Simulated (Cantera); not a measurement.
Input: 1 mol SiH₄, 1.1 mol N₂, 14 mol H₂, equilibrated at 1998.15 K and 0.248 Torr.

These are equilibrium values from Cantera (NASA tables, ideal gas, pure condensed phases), not measurements of a reactor. Candidate condensed phases: Si, Si₃N₄; 18 gas species. The tables' values for SiN are old estimates; treat these amounts as uncertain. Gases not in the tables: Si₂H₆ and higher silanes. Kinetics and transport are ignored.

Base state: H₂ 0.809, H 0.0795, N₂ 0.0584, Si 0.0519, SiH 0.000578, Si₂ 0.000215, SiN 5.95e-5, SiH₂ 3.42e-5 (mole fractions); condensed: gas only.

**Question.** What changes in the equilibrium state with this change: temperature from 1998.15 K to 750 K?

**Answer.** 
```json
[
 {"species": "H₂", "before": "0.809", "after": "0.974"},
 {"species": "N₂", "before": "0.0584", "after": "0.0264"},
 {"species": "H", "before": "0.0795", "after": "<1e-9"},
 {"species": "Si", "before": "0.0519", "after": "<1e-9"},
 {"species": "SiH", "before": "0.000578", "after": "<1e-9"},
 {"species": "Si₂", "before": "0.000215", "after": "<1e-9"},
 {"species": "SiN", "before": "5.95e-5", "after": "<1e-9"},
 {"species": "SiH₂", "before": "3.42e-5", "after": "<1e-9"},
 {"species": "Si₂N", "before": "3.15e-5", "after": "<1e-9"},
 {"species": "Si₃N₄(s), mol", "before": "0", "after": "0.333"}
]
```
N₂ is the only nitrogen source here; it is nearly inert below about 1500 K, so the nitride shown seldom forms there in practice.
